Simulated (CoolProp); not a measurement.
Saturation properties of 1,2-dichloroethane (Tc = 288.4 °C, pc = 5226 kPa, ω = 0.269).

Values from CoolProp's reference Helmholtz-energy equation of state, Thol 2015.

```
T (°C)  p (kPa)  enthalpy of vaporisation (kJ/kg)  vapour Z
------  -------  --------------------------------  --------
122.45    299.6                             300.9    0.9346
128.05      ___                               ___    0.9278
133.75    392.6                             293.4    0.9205
139.45    447.2                             289.5       ___
145.05    506.2                               ___    0.9047
150.75    572.2                             281.4    0.8960
156.45    644.4                             277.1    0.8868
162.15    723.3                             272.8       ___
167.75    807.7                             268.3    0.8670
173.45    900.9                             263.6    0.8562
```

What belongs in the gaps?


- 128.05, p (kPa): 343.3
- 128.05, enthalpy of vaporisation (kJ/kg): 297.3
- 139.45, vapour Z: 0.9128
- 145.05, enthalpy of vaporisation (kJ/kg): 285.5
- 162.15, vapour Z: 0.8771

It boils at 83.5 °C under 1 atm.
